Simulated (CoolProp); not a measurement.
Decamethylcyclopentasiloxane (D5) along the isobar 5.19 bar: fugacity coefficient from the reference equation and from simpler models built on Tc = 618.3 K, pc = 10.78 bar, ω = 0.631; each cubic takes its own stable root.

The numbers come from the reference Helmholtz-energy equation of state, Thol 2019 in CoolProp.

```
T (K)   phase  reference
-----  ------  ---------
532.5  liquid     0.4611
538.1  liquid     0.5026
543.7  liquid     0.5460
549.3  liquid     0.5914
554.9  liquid     0.6385
560.5  liquid     0.6873
566.1  liquid     0.7377
571.7     gas     0.7714
577.3     gas     0.7802
582.9     gas     0.7885
588.5     gas     0.7963
594.1     gas     0.8038
599.7     gas     0.8109
605.3     gas     0.8177
610.9     gas     0.8241
616.5     gas     0.8303
```

How far does each simpler model (van der Waals, Peng-Robinson) lie from the reference over these 16 states: mean and median of the absolute difference, and the worst?


- van der Waals: mean 20.0 %, median 7.0 %, worst +72.3 % at 532.5 K and 5.19 bar
- Peng-Robinson: mean 0.6 %, median 0.7 %, worst -0.8 % at 610.9 K and 5.19 bar

At some of these states van der Waals gives the other phase, because its saturation line lies elsewhere.
